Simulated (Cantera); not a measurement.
An isothermal, constant-pressure homogeneous reactor starts with 0.524 % C2H6, 99.5 % N2, at 1248 K and 0.0450 bar.

Detailed kinetics in Cantera: GRI-Mech 3.0 (53 species, 325 reactions). GRI-Mech 3.0 stops at C3 and has no aromatics, soot or wall deposition, so with more carbon than oxygen in the feed, carbon stays in small species such as C2H2 where larger ones or solid carbon would form. Radical loss at walls, strong at low pressure, is not modelled.

x: mole fraction; the columns are a selection and need not sum to one.

| t (s) | x C2H6 | x HCN | x H2 | x CH3 | x CH4 | x C2H2 |
|---|---|---|---|---|---|---|
| 1.00e-6 | 0.00524 | <1e-12 | <1e-12 | 8.57e-9 | <1e-12 | <1e-12 |
| 4.29e-6 | 0.00524 | <1e-12 | <1e-12 | 3.67e-8 | 3.97e-12 | <1e-12 |
| 1.84e-5 | 0.00524 | <1e-12 | 3.37e-12 | 1.57e-7 | 7.29e-11 | <1e-12 |
| 7.88e-5 | 0.00524 | <1e-12 | 1.07e-10 | 6.74e-7 | ? | <1e-12 |
| 0.000338 | 0.00523 | <1e-12 | 9.84e-9 | 2.87e-6 | ? | <1e-12 |
| 0.00145 | 0.00523 | <1e-12 | 9.57e-7 | 1.19e-5 | ? | 2.81e-11 |
| 0.00621 | 0.00514 | 6.20e-10 | 6.26e-5 | 4.32e-5 | ? | 7.34e-8 |
| 0.0266 | 0.00423 | 1.51e-8 | 0.000882 | 8.15e-5 | ? | 1.60e-5 |
| 0.114 | 0.00131 | 3.69e-8 | 0.00385 | 4.65e-5 | ? | 0.000453 |
| 0.490 | 2.44e-5 | 4.69e-8 | 0.00675 | 6.20e-6 | 0.000716 | 0.00230 |
| 2.10 | 6.28e-7 | 4.71e-8 | 0.00785 | 1.09e-6 | 0.000721 | 0.00338 |
| 9.00 | 5.45e-8 | 4.71e-8 | 0.00853 | 3.28e-7 | 0.000721 | 0.00407 |

Task: What belongs in the gaps?

Result: 
- 7.88e-5, x CH4: 1.34e-9
- 0.000338, x CH4: 2.45e-8
- 0.00145, x CH4: 4.41e-7
- 0.00621, x CH4: 7.35e-6
- 0.0266, x CH4: 9.05e-5
- 0.114, x CH4: 0.000481
